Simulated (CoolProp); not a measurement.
Computed with CoolProp (reference Helmholtz-energy equation of state, Lemmon 2009).

Q: Give the vapour pressure (MPa), vapour density (kg/m³), surface tension (mN/m) of saturated propane at -65.35, -44.45, -23.45 °C.

A: 
| T (°C) | p (MPa) | vapour density (kg/m³) | surface tension (mN/m) |
|---|---|---|---|
| -65.35 | 0.0319 | 0.827 | 18.8 |
| -44.45 | 0.0913 | 2.19 | 16.0 |
| -23.45 | 0.216 | 4.89 | 13.2 |

Surface tension comes from a separate correlation (Mulero 2012).
